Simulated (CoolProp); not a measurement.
Vapour-liquid equilibrium of isobutene (1) + n-octane (2) at 0.0773 MPa; x and y are mole fractions of (1).

Model: multi-fluid Helmholtz-energy mixture model, Lemmon 2005 and Beckmüller 2019; pair parameters Bell 2016, in CoolProp.

```json
[
 {"x": "0.05", "bubble temperature, mixture model (K)": "…", "bubble temperature, Raoult's law (K)": "350.2", "y, mixture model": "0.690", "y, Raoult's law": "0.743"},
 {"x": "0.2", "bubble temperature, mixture model (K)": "…", "bubble temperature, Raoult's law (K)": "305.2", "y, mixture model": "0.966", "y, Raoult's law": "0.971"},
 {"x": "0.35", "bubble temperature, mixture model (K)": "…", "bubble temperature, Raoult's law (K)": "287.6", "y, mixture model": "…", "y, Raoult's law": "0.992"},
 {"x": "0.5", "bubble temperature, mixture model (K)": "278.0", "bubble temperature, Raoult's law (K)": "277.4", "y, mixture model": "…", "y, Raoult's law": "0.997"},
 {"x": "0.65", "bubble temperature, mixture model (K)": "…", "bubble temperature, Raoult's law (K)": "270.3", "y, mixture model": "…", "y, Raoult's law": "0.999"},
 {"x": "0.8", "bubble temperature, mixture model (K)": "265.1", "bubble temperature, Raoult's law (K)": "264.9", "y, mixture model": "0.999", "y, Raoult's law": "0.999"},
 {"x": "0.95", "bubble temperature, mixture model (K)": "260.7", "bubble temperature, Raoult's law (K)": "260.7", "y, mixture model": "1.000", "y, Raoult's law": "1.000"}
]
```

Fill in the missing entries.


- 0.05, bubble temperature, mixture model (K): 354.3
- 0.2, bubble temperature, mixture model (K): 306.9
- 0.35, bubble temperature, mixture model (K): 288.7
- 0.35, y, mixture model: 0.990
- 0.5, y, mixture model: 0.996
- 0.65, bubble temperature, mixture model (K): 270.6
- 0.65, y, mixture model: 0.998

The largest gap from Raoult's law is +4.1 K in bubble temperature, at x = 0.05. No azeotrope shows between x = 0.05 and 0.95.

Pair parameters are fitted to limited data, so mixtures are less certain than the pure fluids.
